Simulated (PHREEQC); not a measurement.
Solution A (0.2 mol/kgw SrCl2, 4e-05 mol/kgw CO2 and 0.00076 mol/kgw KCl) is mixed with solution B (0.071 mol NaCl and 0.00096 mol KCl per kg of water) at 20 °C; shares are by mass of water, 1 kg in all. No CO2 enters from the air. Only these solids could form: Halite, Kalicinite, Nahcolite, Natron, Sylvite, Trona.

The numbers come from PHREEQC with the Pitzer model, pitzer.dat.

### Question
Predict pH, CO2 (mol/kgw), HCO3- (mol/kgw) at share of solution B = 0.15, 0.25, 0.5, 0.95.

### Answer
```
share of solution B    pH  CO2 (mol/kgw)  HCO3- (mol/kgw)
-------------------  ----  -------------  ---------------
0.15                 5.37        2.84e-5          5.59e-6
0.25                 5.40        2.49e-5          5.15e-6
0.5                  5.52        1.61e-5          3.93e-6
0.95                 6.16        1.15e-6          8.46e-7
```
